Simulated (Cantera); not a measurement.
Charge: 1 mol Ti, 1.1 mol H₂, at 1823 K and 75.0 Torr.

Equilibrium computed with Cantera from the NASA thermochemical tables; the gas is ideal and each condensed phase is pure. Candidate condensed phases: Ti; 3 gas species. Rates play no part.

Base state: H₂ 0.999, H 0.00137 (mole fractions); condensed: Ti(β).

Question: What changes in the equilibrium state with this change: temperature from 1823 K to 1950 K?

Answer: 
| species | before | after |
|---|---|---|
| H₂ | 0.999 | 0.996 |
| H | 0.00137 | 0.00362 |
| Ti | 7.19e-6 | 5.05e-5 |
| Ti(β), mol | 1.000 | 0 |
| Ti(l), mol | 0 | 1.000 |
